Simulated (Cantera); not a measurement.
Input: 1 mol Pb, a varied amount of NH₃, 3 mol N₂, at 1.60 bar.

Cantera equilibrium calculation (NASA polynomials, part measured and part estimated; ideal gas, pure solids and liquids). Candidate condensed phases: Pb; 11 gas species. The numbers say what is thermodynamically allowed, not how fast it happens.

Stable condensed phases, one row left out:

```
T in K \ n(NH₃) in mol
         1.4 1.8 2.3 2.8 3.6 4.5 5.6 7.1 8.9
   2023    A   A   A   A   A   A   A   A   A
   1923    A   A   A   A   A   A   A   A   A
   1723    B   B   B   B   A   A   A   A   A
   1623    B   B   B   B   B   B   B   B   A
   1523    B   B   B   B   B   B   B   B   B
   1423    B   B   B   B   B   B   B   B   B
   1323    B   B   B   B   B   B   B   B   B
   1223    B   B   B   B   B   B   B   B   B
   1123    B   B   B   B   B   B   B   B   B
   1023    B   B   B   B   B   B   B   B   B
    923    B   B   B   B   B   B   B   B   B
    823    B   B   B   B   B   B   B   B   B
```

A: gas only; B: Pb.

Task: Give the row for 1823 K.

Result: 1.4: gas only; 1.8: gas only; 2.3: gas only; 2.8: gas only; 3.6: gas only; 4.5: gas only; 5.6: gas only; 7.1: gas only; 8.9: gas only.
